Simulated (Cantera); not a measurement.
A perfectly stirred reactor is fed with CH4 : C2H6 : C3H8 : O2 : N2 : H2O = 1 : 0.12 : 0.06 : 5.33 : 20.1 : 0.54 (molar parts), equivalence ratio 0.51, at 2330 Torr; it is adiabatic with a 448 K inlet, and is followed from long to short residence time, starting on the burning branch (τ in s: 0.059, 0.029, 0.014, 0.0071, 0.0035, 0.0017, 0.00086, 0.00043, 0.00021, 0.0001, 5.2e-05, 2.6e-05).

Computed with Cantera and GRI-Mech 3.0 (53 species, 325 reactions).

What does this change do: CH4 1 to 0.64 parts?


```tsv
quantity	before	after
blow-out, bracketed by the residence times tried	burning at 0.860 ms, out at 0.430 ms	burning at 29.0 ms, out at 14.0 ms
x(CH4) at τ = 59.0 ms	1.58e-5	0.000142
x(C2H6) at τ = 59.0 ms	4.82e-7	7.17e-6
x(C3H8) at τ = 59.0 ms	2.56e-7	3.55e-6
x(CH2) at τ = 59.0 ms	1.44e-8	3.38e-9
x(H) at τ = 59.0 ms	1.78e-6	6.70e-7
x(CH4) at τ = 0.860 ms	0.000406	0.0239
x(C2H6) at τ = 0.860 ms	1.30e-5	0.00448
x(C3H8) at τ = 0.860 ms	6.53e-6	0.00224
x(CH2) at τ = 0.860 ms	5.54e-7	<1e-12
x(H) at τ = 0.860 ms	7.50e-5	<1e-12
```

What does this change do: 1.2 parts H2 added?


```csv
quantity,before,after
"blow-out, bracketed by the residence times tried","burning at 0.860 ms, out at 0.430 ms","burning at 0.100 ms, out at 52.0 µs"
x(CH4) at τ = 59.0 ms,1.58e-5,5.20e-6
x(C2H6) at τ = 59.0 ms,4.82e-7,1.27e-7
x(C3H8) at τ = 59.0 ms,2.56e-7,6.04e-8
x(CH2) at τ = 59.0 ms,1.44e-8,2.10e-8
x(H) at τ = 59.0 ms,1.78e-6,5.47e-6
x(CH4) at τ = 0.860 ms,0.000406,8.65e-5
x(C2H6) at τ = 0.860 ms,1.30e-5,2.68e-6
x(C3H8) at τ = 0.860 ms,6.53e-6,1.36e-6
x(CH2) at τ = 0.860 ms,5.54e-7,7.92e-7
x(H) at τ = 0.860 ms,7.50e-5,0.000232
```
